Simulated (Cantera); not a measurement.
Charge: 1 mol HgO, 0.25 mol N2, 0.15 mol O2, at 13.3 mbar.

Equilibrium computed with Cantera from the NASA thermochemical tables; the gas is ideal and each condensed phase is pure. Candidate condensed phases: Hg, HgO; 10 gas species. Equilibrium is a limit: real reactors are often held back by kinetics, nucleation or transport.

Task: Which condensed phases are stable at each of these points (T (K)): 473, 548, 623, 698, 773, 848, 923, 998, 1073, 1148?

Result: 
```csv
T (K),condensed phases,Hg condensed (%)
473,HgO(s),100.0
548,HgO(s),89.9
623,gas only,0.0
698,gas only,0.0
773,gas only,0.0
848,gas only,0.0
923,gas only,0.0
998,gas only,0.0
1073,gas only,0.0
1148,gas only,0.0
```

From 473 K to 548 K the condensed part is HgO(s). From 623 K to 1148 K nothing is condensed.
